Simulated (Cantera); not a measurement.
Charge: 1 mol c-C₄F₈, 0.02 mol CH₄, 7.3 mol H₂, equilibrated at 2200 K and 13.3 mbar.

Cantera equilibrium calculation (NASA polynomials, part measured and part estimated; ideal gas, pure solids and liquids). Candidate condensed phases: C, C₆H₆, C₇H₈, C₈H₁₈; 95 gas species. The feed counts by its element totals alone. The numbers say what is thermodynamically allowed, not how fast it happens.

Base state: HF 0.696, H₂ 0.277, H 0.0257, C₂H₂ (acetylene) 0.000710, F 5.55e-5 (mole fractions); condensed: C(graphite).

### Question
What changes in the equilibrium state with this change: temperature from 2200 K to 1198 K?

### Answer
```csv
species,before,after
HF,0.696,0.705
H₂,0.277,0.294
CH₄,2.69e-7,1.85e-5
H,0.0257,8.93e-7
F,5.55e-5,<1e-9
C₂H₂ (acetylene),0.000710,2.91e-8
"C(graphite), mol",4.00,4.02
```
